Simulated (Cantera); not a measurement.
Charge: 1 mol PbO, 0.05 mol O2, 0.54 mol N2, held at 1473 K and 33.0 Torr.

Equilibrium computed with Cantera from the NASA thermochemical tables; the gas is ideal and each condensed phase is pure. Candidate condensed phases: Pb, PbO, PbO2, Pb3O4; 12 gas species. Gases not in the tables: (PbO)n polymers. Kinetics and transport are ignored.

Base state: N2 0.772, PbO 0.141, O2 0.0762, Pb 0.0100, NO 0.000638 (mole fractions); condensed: PbO(l).

Task: What changes in the equilibrium state with this change: pressure from 33.0 Torr to 1.00 Torr?

Result: 
```tsv
species	before	after
PbO	0.141	0.431
N2	0.772	0.314
Pb	0.0100	0.150
O2	0.0762	0.104
O	3.67e-6	2.47e-5
NO	0.000638	0.000475
PbO(l), mol	0.894	0
```

Task: What changes in the equilibrium state with this change: temperature from 1473 K to 1423 K?

Result: 
| species | before | after |
|---|---|---|
| N2 | 0.772 | 0.845 |
| O2 | 0.0762 | 0.0797 |
| PbO | 0.141 | 0.0710 |
| Pb | 0.0100 | 0.00343 |
| NO | 0.000638 | 0.000525 |
| PbO(l), mol | 0.894 | 0.952 |
